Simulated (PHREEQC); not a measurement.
Make-up at 25 °C: 2.3 mol MgCl2, 0.13 mol SrCl2 and 0.14 mol KBr per kg of water. Closed to the air; pH follows from the charge balance.

All values are PHREEQC results (Pitzer model, pitzer.dat), not measurements.

No solid was allowed to form.

Question: Estimate the activity of water, osmotic coefficient.

Answer: activity of water 0.791; osmotic coefficient 1.720.

Complexes and solids missing from the database can't appear.
